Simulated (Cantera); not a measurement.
Mixture: H2 : O2 : N2 = 1 : 0.962 : 5.48 (molar parts), equivalence ratio 0.52, at 1.10 bar, adiabatic and at constant pressure. Ignition delay is the time to a rise of 400 K.

Computed with Cantera and the H2/O2 subset of GRI-Mech 3.0, which has no nitrogen chemistry. Where the delays flatten at high temperature, the 400 K rule measures the pace of heat release, not the induction time.

What does this change do: pressure from 1.10 bar to 8.00 bar?


```csv
quantity,before,after
delay at 1000 K,0.421 ms,16.2 ms
delay at 1200 K,67.3 µs,35.6 µs
delay at 1400 K,39.9 µs,4.16 µs
delay at 1600 K,38.8 µs,2.24 µs
delay at 1800 K,47.3 µs,1.77 µs
```
The hydrogen kinetics of GRI-Mech 3.0 are dated; newer H2 mechanisms differ, most at raised pressure.

What does this change do: N2 5.48 to 3.7 parts?


```
quantity           before     after
---------------  --------  --------
delay at 1000 K  0.421 ms  0.320 ms
delay at 1200 K   67.3 µs   47.5 µs
delay at 1400 K   39.9 µs   24.9 µs
delay at 1600 K   38.8 µs   21.1 µs
delay at 1800 K   47.3 µs   23.5 µs
```
